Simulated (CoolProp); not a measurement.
CF4 (R14) at 291.51 K and 2.03 MPa is throttled through a valve to 1.23 MPa with no heat exchange. Each further row changes one setting.

Values from CoolProp's reference Helmholtz-energy equation of state, Platzer 1990. This equation is an older, rougher fit.

| case | temperature change (K) | final density (kg/m³) |
|---|---|---|
| as stated | (withheld) | (withheld) |
| outlet pressure 0.369 MPa | (withheld) | 14.1 |
| outlet pressure 1.6 MPa | (withheld) | (withheld) |

Q: Fill in the missing entries.

A: 
- as stated, temperature change (K): -4.7
- as stated, final density (kg/m³): 47.9
- outlet pressure 0.369 MPa, temperature change (K): -10.1
- outlet pressure 1.6 MPa, temperature change (K): -2.5
- outlet pressure 1.6 MPa, final density (kg/m³): 62.8
